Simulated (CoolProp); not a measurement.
A closed Brayton cycle with dry air: compressor inlet 310.15 K and 2.2 MPa, high pressure 4.43 MPa, turbine inlet 755 K, compressor efficiency 0.89, turbine efficiency 0.9, recuperator effectiveness 0 (on enthalpy, no pinch check). Each further row changes one setting.

Computed with CoolProp (reference Helmholtz-energy equation of state, Lemmon 2000). It is a pseudo-pure fit of the blend.

```csv
case,thermal efficiency (%),net work (kJ/kg),compressor to turbine work,compressor exit (K),turbine exit (K)
as stated,12.4,48.3,0.62,387.8,638.8
turbine inlet 705 K,11.9,39.8,0.66,387.8,595.4
compressor inlet 320.15 K,12.1,45.7,0.64,400.2,638.8
high pressure 3.77 MPa,9.9,40.6,0.59,368.5,664.0
recuperator effectiveness 0.5,18.6,48.3,0.62,387.8,638.8
```
